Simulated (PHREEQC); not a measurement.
Make-up at 25 °C: 0.0015 mol Cu(NO3)2, 0.00018 mol HCl and 5.5e-05 mol Na2SO4 per kg of water. Closed to the air; pH follows from the charge balance.

All values are PHREEQC results (ion-association model, phreeqc.dat), not measurements.

This is a speciation only: nothing precipitates in the calculation.

Order these S species by the share of S that they hold, largest first: HSO4-, SO4-2, CuSO4.

SO4-2 (84 %), CuSO4 (14 %), HSO4- (1.1 %)

The pH is 3.77 and the ionic strength 0.00481 mol/kgw.
